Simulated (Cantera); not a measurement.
A closed system holds: 1 mol Cu₂O, 0.43 mol CH₄, 4.2 mol H₂, equilibrated at 1473.15 K and 0.0975 Torr.

Method: chemical equilibrium by Gibbs-energy minimisation in Cantera with the NASA 1993 tables (ideal gas, pure condensed phases). Candidate condensed phases: C, C₆H₆, C₇H₈, C₈H₁₈, Cu, CuO, Cu(OH)₂, Cu₂O, H₂O; 113 gas species. Equilibrium is a limit: real reactors are often held back by kinetics, nucleation or transport.

### Question
What is the equilibrium state?

### Answer
```json
{
  "x(H₂)": "0.788",
  "x(H₂O)": "0.0961",
  "x(CO)": "0.0716",
  "x(Cu)": "0.0399",
  "x(CO₂)": "0.00353",
  "x(H)": "0.000987",
  "x(Cu₂)": "1.31e-5",
  "x(OH)": "3.13e-6",
  "n(Cu(l))": "1.77 mol",
  "gas_amount": "5.721 mol",
  "log10 activity of C(graphite) (absent)": "-6.80",
  "log10 activity of Cu(OH)₂(s) (absent)": "-14.48"
}
```
